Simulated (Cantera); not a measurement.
An adiabatic, constant-volume homogeneous reactor starts with 6.78 % CO, 8.82 % H2, 0.387 % CH4, 16.5 % O2, 62.0 % N2, 5.56 % H2O, at 1625 K and 1.40 bar.

Computed with Cantera and GRI-Mech 3.0 (53 species, 325 reactions).

x: mole fraction; the columns are a selection and need not sum to one.

```json
[
 {"t (s)": "4.00e-6", "T (K)": "1625", "P (bar)": "1.40", "x CO": "0.0678", "x H2": "0.0880", "x CH4": "0.00385", "x C2H2": "<1e-12", "x NO": "1.77e-12", "x CH2CO": "7.69e-11"},
 {"t (s)": "9.72e-6", "T (K)": "1757", "P (bar)": "1.51", "x CO": "0.0666", "x H2": "0.0309", "x CH4": "0.000217", "x C2H2": "9.07e-8", "x NO": "5.72e-7", "x CH2CO": "3.08e-7"},
 {"t (s)": "2.36e-5", "T (K)": "(withheld)", "P (bar)": "1.87", "x CO": "(withheld)", "x H2": "(withheld)", "x CH4": "<1e-12", "x C2H2": "<1e-12", "x NO": "(withheld)", "x CH2CO": "<1e-12"},
 {"t (s)": "5.74e-5", "T (K)": "2591", "P (bar)": "2.12", "x CO": "0.0196", "x H2": "0.00713", "x CH4": "<1e-12", "x C2H2": "<1e-12", "x NO": "0.000219", "x CH2CO": "<1e-12"},
 {"t (s)": "0.000139", "T (K)": "2706", "P (bar)": "2.20", "x CO": "0.0147", "x H2": "0.00511", "x CH4": "<1e-12", "x C2H2": "<1e-12", "x NO": "0.000955", "x CH2CO": "<1e-12"},
 {"t (s)": "0.000339", "T (K)": "2706", "P (bar)": "2.19", "x CO": "0.0145", "x H2": "0.00505", "x CH4": "<1e-12", "x C2H2": "<1e-12", "x NO": "0.00274", "x CH2CO": "<1e-12"},
 {"t (s)": "0.000823", "T (K)": "2701", "P (bar)": "2.19", "x CO": "0.0144", "x H2": "0.00501", "x CH4": "<1e-12", "x C2H2": "<1e-12", "x NO": "0.00645", "x CH2CO": "<1e-12"},
 {"t (s)": "0.00200", "T (K)": "2693", "P (bar)": "2.18", "x CO": "0.0142", "x H2": "0.00496", "x CH4": "<1e-12", "x C2H2": "<1e-12", "x NO": "0.0122", "x CH2CO": "<1e-12"},
 {"t (s)": "0.00486", "T (K)": "2687", "P (bar)": "2.18", "x CO": "0.0141", "x H2": "0.00491", "x CH4": "<1e-12", "x C2H2": "<1e-12", "x NO": "0.0165", "x CH2CO": "<1e-12"},
 {"t (s)": "0.0118", "T (K)": "2686", "P (bar)": "2.18", "x CO": "0.0140", "x H2": "0.00491", "x CH4": "<1e-12", "x C2H2": "<1e-12", "x NO": "0.0173", "x CH2CO": "<1e-12"},
 {"t (s)": "0.0287", "T (K)": "2686", "P (bar)": "2.18", "x CO": "0.0140", "x H2": "0.00491", "x CH4": "<1e-12", "x C2H2": "<1e-12", "x NO": "0.0173", "x CH2CO": "<1e-12"},
 {"t (s)": "0.0697", "T (K)": "2686", "P (bar)": "2.18", "x CO": "0.0140", "x H2": "0.00491", "x CH4": "<1e-12", "x C2H2": "<1e-12", "x NO": "0.0173", "x CH2CO": "<1e-12"},
 {"t (s)": "0.169", "T (K)": "2686", "P (bar)": "2.18", "x CO": "0.0140", "x H2": "0.00491", "x CH4": "<1e-12", "x C2H2": "<1e-12", "x NO": "0.0173", "x CH2CO": "<1e-12"},
 {"t (s)": "0.412", "T (K)": "2686", "P (bar)": "2.18", "x CO": "0.0140", "x H2": "0.00491", "x CH4": "<1e-12", "x C2H2": "<1e-12", "x NO": "0.0173", "x CH2CO": "<1e-12"},
 {"t (s)": "1.00", "T (K)": "2686", "P (bar)": "2.18", "x CO": "0.0140", "x H2": "0.00491", "x CH4": "<1e-12", "x C2H2": "<1e-12", "x NO": "0.0173", "x CH2CO": "<1e-12"}
]
```

Q: Complete the blanks.

A: 
- 2.36e-5, T (K): 2231
- 2.36e-5, x CO: 0.0300
- 2.36e-5, x H2: 0.0127
- 2.36e-5, x NO: 3.36e-5
